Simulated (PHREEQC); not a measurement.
Consider water at 25 °C with 0.0013 mol/kgw FeCl3, 0.00048 mol/kgw CuCl2, 0.02 mol/kgw H2SO4 and 4.5e-05 mol/kgw Na2CO3. Closed to the air; pH follows from the charge balance.

Equilibrium calculation in PHREEQC: ion-association model, phreeqc.dat.

### Question
The ionic strength comes out as 0.0395 mol/kgw. What activity coefficients do Fe(SO4)2-, SO4-2, FeHSO4+2, H+, FeSO4+ get?

### Answer
Fe(SO4)2- 0.83, SO4-2 0.49, FeHSO4+2 0.49, H+ 0.86, FeSO4+ 0.84.

No solid was allowed to form. The solution is supersaturated, for example in Hematite (slow to form), Goethite (slow to form), so a real one may precipitate; this is no full list.
